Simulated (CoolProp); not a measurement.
200 sccm (0 °C, 1 atm) of nitrogen bubbles through liquid decamethyltetrasiloxane (MD2M) at 371.5 K and leaves saturated at a total pressure of 0.123 MPa (ideal gas phase). Each further row changes one setting.

Values from CoolProp's reference Helmholtz-energy equation of state, Thol 2017.

```csv
case,vapour pressure (kPa),mole fraction of vapour,delivery (mg/min),delivery (sccm),change of delivery for a bath 1 K warmer (%)
as stated,4.28,0.0348,99.8,7.20,4.7
bath temperature 376.5 K,5.32,0.0433,125,9.05,4.6
total pressure 0.246 MPa,4.28,0.0174,49.0,3.54,4.6
```
